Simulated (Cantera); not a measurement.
Input: 1 mol SiH₂Cl₂, 0.046 mol Cl₂, 41 mol N₂, equilibrated at 100 Torr.

Equilibrium computed with Cantera from the NASA thermochemical tables; the gas is ideal and each condensed phase is pure. Candidate condensed phases: NH₄Cl, Si, Si₃N₄; 28 gas species. N₂ is the only nitrogen source here; it is nearly inert below about 1500 K, so the nitride shown seldom forms there in practice. Equilibrium is a limit: real reactors are often held back by kinetics, nucleation or transport.

**Question.** What share of the Si ends up in condensed phases as a function of T (K), at 1273, 1323, 1373, 1423, 1473, 1523, 1573, 1623, 1673, 1723, 1773?

**Answer.** 
```tsv
T (K)	Si condensed (%)	as
1273	84.9	Si₃N₄(s)
1323	84.6	Si₃N₄(s)
1373	83.8	Si₃N₄(s)
1423	81.9	Si₃N₄(s)
1473	78.7	Si₃N₄(s)
1523	74.0	Si₃N₄(s)
1573	68.0	Si₃N₄(s)
1623	61.3	Si₃N₄(s)
1673	54.3	Si₃N₄(s)
1723	47.5	Si₃N₄(s)
1773	41.0	Si₃N₄(s)
```
